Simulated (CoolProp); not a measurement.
The numbers come from the reference Helmholtz-energy equation of state, de Reuck 1990 in CoolProp.

Q: Give the vapour pressure (MPa), liquid density (kg/m³), enthalpy of vaporisation (kJ/kg), liquid cp (kJ/(kg K)) of saturated fluorine at 109.8 K.

A: 
```json
[
 {"T (K)": "109.8", "p (MPa)": "0.877", "liquid density (kg/m³)": "1310", "enthalpy of vaporisation (kJ/kg)": "145", "liquid cp (kJ/(kg K))": "1.68"}
]
```
